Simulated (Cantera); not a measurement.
Stirred combustor or abatement burner

A perfectly stirred reactor is fed with 12.7 % CO, 1.09 % H2, 1.19 % CH4, 17.9 % O2, 67.1 % N2, equivalence ratio 0.52, at 63000 Pa; it is adiabatic with a 400 K inlet, and is followed from long to short residence time, starting on the burning branch (τ in s: 0.12, 0.052, 0.023, 0.0097, 0.0042, 0.0018, 0.00079, 0.00034, 0.00015, 6.4e-05, 2.8e-05, 1.2e-05, 5.2e-06).

Computed with Cantera and GRI-Mech 3.0 (53 species, 325 reactions).

| τ (s) | T (K) | x CO | x H2 | x CH4 | x HCO | x H |
|---|---|---|---|---|---|---|
| 0.12 | 1787 | 0.00237 | 0.000131 | 1.68e-6 | 5.51e-9 | 8.10e-5 |
| 0.052 | 1769 | 0.00393 | 0.000217 | 2.77e-6 | 1.29e-8 | 0.000177 |
| 0.023 | 1744 | 0.00628 | 0.000348 | 4.57e-6 | 2.95e-8 | 0.000372 |
| 0.0097 | 1703 | 0.00998 | 0.000551 | 8.02e-6 | 6.94e-8 | 0.000780 |
| 0.0042 | 1645 | 0.0152 | 0.000817 | 1.47e-5 | 1.55e-7 | 0.00151 |
| 0.0018 | 1561 | 0.0231 | 0.00114 | 3.06e-5 | 3.42e-7 | 0.00267 |
| 0.00079 | 1431 | 0.0381 | 0.00149 | 8.51e-5 | 7.31e-7 | 0.00378 |
| 0.00034 | 400 | 0.127 | 0.0109 | 0.0119 | <1e-12 | <1e-12 |
| 0.00015 | 400 | 0.127 | 0.0109 | 0.0119 | <1e-12 | <1e-12 |
| 6.4e-5 | 400 | 0.127 | 0.0109 | 0.0119 | <1e-12 | <1e-12 |
| 2.8e-5 | 400 | 0.127 | 0.0109 | 0.0119 | <1e-12 | <1e-12 |
| 1.2e-5 | 400 | 0.127 | 0.0109 | 0.0119 | <1e-12 | <1e-12 |
| 5.2e-6 | 400 | 0.127 | 0.0109 | 0.0119 | <1e-12 | <1e-12 |
x: mole fraction; the columns are a selection and need not sum to one.
